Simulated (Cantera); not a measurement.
Input: 1 mol TiCl₄, 2.5 mol H₂O, 3.3 mol H₂, at 1150 °C and 0.000310 bar.

Cantera equilibrium calculation (NASA polynomials, part measured and part estimated; ideal gas, pure solids and liquids). Candidate condensed phases: H₂O, Ti, TiCl₂, TiCl₃, TiCl₄, TiO, TiO₂, Ti₂O₃, Ti₃O₅, Ti₄O₇; 23 gas species. Rates play no part.

Base state: HCl 0.512, H₂ 0.423, H₂O 0.0641, H 0.000245, Cl 0.000244 (mole fractions); condensed: TiO₂(rutile).

### Question
What changes in the equilibrium state with this change: temperature from 1150 °C to 1352 °C?

### Answer
```tsv
species	before	after
HCl	0.512	0.509
H₂	0.423	0.422
H₂O	0.0641	0.0639
H	0.000245	0.00260
Cl	0.000244	0.00247
OH	8.07e-7	1.66e-5
TiO₂(rutile), mol	1.00	1.000
```
